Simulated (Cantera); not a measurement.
A perfectly stirred reactor is fed with CH₄ : H₂O : H₂ = 1 : 1.8 : 0.12 (molar parts), at 13000 Pa; it is held at 1650 K, and followed from long to short residence time.

Detailed kinetics in Cantera: GRI-Mech 3.0 (53 species, 325 reactions).

One state of this run: x CH₄ = 0.330; x H₂O = 0.613; x H₂ = 0.0511; x C₂H₄ = 0.00256; x C₂H₆ = 0.000471; x HO₂ = <1e-12; x CO = 6.10e-5. x: mole fraction; the columns are a selection and need not sum to one.

Question: Which value of τ (s) does it belong to?
A) 0.0023
B) 0.55
C) 1.2
D) 0.25

Answer: A, 0.0023
